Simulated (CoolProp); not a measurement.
A closed Brayton cycle with carbon dioxide: compressor inlet 333.15 K and 7.9 MPa, high pressure 21.9 MPa, turbine inlet 645 K, compressor efficiency 0.89, turbine efficiency 0.9, recuperator effectiveness 0 (on enthalpy, no pinch check). Each further row changes one setting.

Model: reference Helmholtz-energy equation of state, Span 1996, in CoolProp.

```csv
case,thermal efficiency (%),net work (kJ/kg),compressor to turbine work,compressor exit (K),turbine exit (K)
as stated,14.2,42.3,0.57,423.8,539.0
turbine inlet 595 K,(withheld),(withheld),(withheld),423.8,(withheld)
compressor inlet 343.15 K,(withheld),(withheld),0.62,437.7,539.0
high pressure 18.6 MPa,12.4,(withheld),0.54,(withheld),555.7
recuperator effectiveness 0.5,18.3,42.3,0.57,423.8,539.0
```

### Question
What belongs in the gaps?

### Answer

- turbine inlet 595 K, thermal efficiency (%): 13.7
- turbine inlet 595 K, net work (kJ/kg): 32.1
- turbine inlet 595 K, compressor to turbine work: 0.64
- turbine inlet 595 K, turbine exit (K): 493.0
- compressor inlet 343.15 K, thermal efficiency (%): 13.5
- compressor inlet 343.15 K, net work (kJ/kg): 37.1
- high pressure 18.6 MPa, net work (kJ/kg): 38.6
- high pressure 18.6 MPa, compressor exit (K): 408.8
